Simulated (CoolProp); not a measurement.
The fluid at 490.33 K and 1.85 MPa is throttled through a valve to 0.0988 MPa with no heat exchange. The same conditions are run with several fluids, on thermodynamics alone (safety and materials aside).

Computed with CoolProp (reference Helmholtz-energy equation of state of each fluid (hexamethyldisiloxane (MM): Thol 2016; p-xylene: Zhou 2012; m-xylene: Zhou 2012; n-undecane: Aleksandrov 2011; ethylbenzene: Zhou 2012)).

```csv
fluid,temperature change (K),final phase,final density (kg/m³)
hexamethyldisiloxane (MM),-72.9,gas,4.82
p-xylene,-79.8,"two-phase, vapour fraction 0.538",5.97
m-xylene,-79.1,"two-phase, vapour fraction 0.529",6.04
n-undecane,-22.4,"two-phase, vapour fraction 0.249",16.7
ethylbenzene,-82.0,"two-phase, vapour fraction 0.562",5.73
```
